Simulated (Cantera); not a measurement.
An isothermal, constant-pressure homogeneous reactor starts with 1.48 % H2, 98.5 % O2, at 1425 K and 0.0306 atm.

Cantera simulation using the H2/O2 subset of GRI-Mech 3.0, which has no nitrogen chemistry; the numbers are that mechanism's predictions, not measurements. Radical loss at walls, strong at low pressure, is not modelled.

One state of this run: x H2 = 5.64e-8; x O2 = 0.985; x O = 7.87e-6; x H = 9.26e-9; x OH = 5.34e-5. x: mole fraction; the columns are a selection and need not sum to one.

### Question
Which value of t (s) does it belong to?
(A) 0.00260
(B) 0.000900
(C) 1.50
(D) 300

### Answer
D, 300
